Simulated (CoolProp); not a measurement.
Vapour pressure (MPa) of CH3F (R41): the reference equation beside estimates from Tc = 44.1 °C, pc = 5.906 MPa, ω = 0.200. Clausius-Clapeyron is anchored at -5.15 °C with a constant enthalpy of vaporisation of 11.84 kJ/mol.

Computed with CoolProp (reference Helmholtz-energy equation of state, Lemmon 2006). It is a short technical equation, of lower accuracy than the large ones.

| T (°C) | reference | Clausius-Clapeyron | van der Waals | Redlich-Kwong | Soave-Redlich-Kwong | Peng-Robinson |
|---|---|---|---|---|---|---|
| -28.65 | 0.8587 | 1.062 | 1.900 | 1.106 | 0.8733 | 0.8641 |
| -22.75 | 1.043 | 1.218 | 2.126 | 1.318 | 1.064 | 1.052 |
| -16.85 | 1.255 | 1.388 | 2.368 | 1.556 | 1.283 | 1.268 |
| -10.95 | 1.498 | ? | 2.627 | 1.822 | 1.535 | 1.516 |
| -5.15 | 1.770 | 1.770 | 2.898 | 2.112 | 1.815 | 1.793 |
| 0.75 | 2.082 | 1.984 | 3.191 | 2.438 | 2.138 | 2.112 |
| 6.65 | 2.434 | 2.214 | 3.501 | 2.796 | 2.499 | 2.471 |
| 12.55 | 2.830 | 2.459 | 3.830 | 3.187 | 2.903 | 2.873 |
| 18.45 | 3.273 | 2.720 | 4.177 | 3.614 | 3.353 | 3.322 |
| 24.35 | 3.768 | 2.997 | 4.542 | 4.076 | 3.850 | ? |
| 30.25 | 4.321 | 3.289 | 4.926 | 4.576 | 4.399 | 4.374 |
| 36.15 | ? | 3.597 | 5.330 | 5.114 | 5.001 | 4.984 |

Q: Fill in the missing entries.

A: 
- -10.95, Clausius-Clapeyron: 1.573
- 24.35, Peng-Robinson: 3.821
- 36.15, reference: 4.939

Absolute difference from the reference over all 12 rows, mean and median: Clausius-Clapeyron 14.3 and 14.9 %, van der Waals 54.6 and 48.6 %, Redlich-Kwong 16.1 and 16.0 %, Soave-Redlich-Kwong 2.2 and 2.3 %, Peng-Robinson 1.2 and 1.3 %.
